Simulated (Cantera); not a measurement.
An adiabatic, constant-pressure homogeneous reactor starts with H₂ : O₂ : N₂ = 1 : 1.11 : 4.18 (molar parts), equivalence ratio 0.45, at 1723 K and 5.00 bar. Integrator tolerance rtol = 1e-08.

Model: the H2/O2 subset of GRI-Mech 3.0, which has no nitrogen chemistry, integrated in Cantera. The hydrogen kinetics of GRI-Mech 3.0 are dated; newer H2 mechanisms differ, most at raised pressure.

Question: What does this change do: constant volume in place of constant pressure?

Answer: 
```tsv
quantity	before	after
time of steepest temperature rise	1.61 µs	1.60 µs
temperature at 4.00 s	2687 K	2840 K
equilibrium temperature	2687 K	2840 K
x(H₂) at 4.00 s	0.00313 (gas-phase equilibrium 0.00313)	0.00452 (gas-phase equilibrium 0.00452)
x(O₂) at 4.00 s	0.0995 (gas-phase equilibrium 0.0995)	0.0975 (gas-phase equilibrium 0.0975)
x(H₂O) at 4.00 s	0.159 (gas-phase equilibrium 0.159)	0.153 (gas-phase equilibrium 0.153)
x(OH) at 4.00 s	0.0174 (gas-phase equilibrium 0.0174)	0.0227 (gas-phase equilibrium 0.0227)
x(H₂O₂) at 4.00 s	1.15e-6 (gas-phase equilibrium 1.15e-6)	1.78e-6 (gas-phase equilibrium 1.78e-6)
x(O) at 4.00 s	0.00485 (gas-phase equilibrium 0.00485)	0.00719 (gas-phase equilibrium 0.00719)
x(H) at 4.00 s	0.00136 (gas-phase equilibrium 0.00136)	0.00230 (gas-phase equilibrium 0.00230)
```

Question: What does this change do: initial temperature 1723 to 1675 K?

Answer: 
```tsv
quantity	before	after
time of steepest temperature rise	1.61 µs	1.81 µs
temperature at 4.00 s	2687 K	2655 K
equilibrium temperature	2687 K	2655 K
x(H₂) at 4.00 s	0.00313 (gas-phase equilibrium 0.00313)	0.00275 (gas-phase equilibrium 0.00275)
x(O₂) at 4.00 s	0.0995 (gas-phase equilibrium 0.0995)	0.1000 (gas-phase equilibrium 0.1000)
x(H₂O) at 4.00 s	0.159 (gas-phase equilibrium 0.159)	0.160 (gas-phase equilibrium 0.160)
x(OH) at 4.00 s	0.0174 (gas-phase equilibrium 0.0174)	0.0161 (gas-phase equilibrium 0.0161)
x(H₂O₂) at 4.00 s	1.15e-6 (gas-phase equilibrium 1.15e-6)	1.09e-6 (gas-phase equilibrium 1.09e-6)
x(O) at 4.00 s	0.00485 (gas-phase equilibrium 0.00485)	0.00424 (gas-phase equilibrium 0.00424)
x(H) at 4.00 s	0.00136 (gas-phase equilibrium 0.00136)	0.00113 (gas-phase equilibrium 0.00113)
```

Question: What does this change do: initial temperature 1723 to 1400 K?

Answer: 
```csv
quantity,before,after
time of steepest temperature rise,1.61 µs,4.43 µs
temperature at 4.00 s,2687 K,2458 K
equilibrium temperature,2687 K,2458 K
x(H₂) at 4.00 s,0.00313 (gas-phase equilibrium 0.00313),0.00113 (gas-phase equilibrium 0.00113)
x(O₂) at 4.00 s,0.0995 (gas-phase equilibrium 0.0995),0.102 (gas-phase equilibrium 0.102)
x(H₂O) at 4.00 s,0.159 (gas-phase equilibrium 0.159),0.166 (gas-phase equilibrium 0.166)
x(OH) at 4.00 s,0.0174 (gas-phase equilibrium 0.0174),0.00915 (gas-phase equilibrium 0.00915)
x(H₂O₂) at 4.00 s,1.15e-6 (gas-phase equilibrium 1.15e-6),7.65e-7 (gas-phase equilibrium 7.65e-7)
x(O) at 4.00 s,0.00485 (gas-phase equilibrium 0.00485),0.00169 (gas-phase equilibrium 0.00169)
x(H) at 4.00 s,0.00136 (gas-phase equilibrium 0.00136),0.000316 (gas-phase equilibrium 0.000316)
```
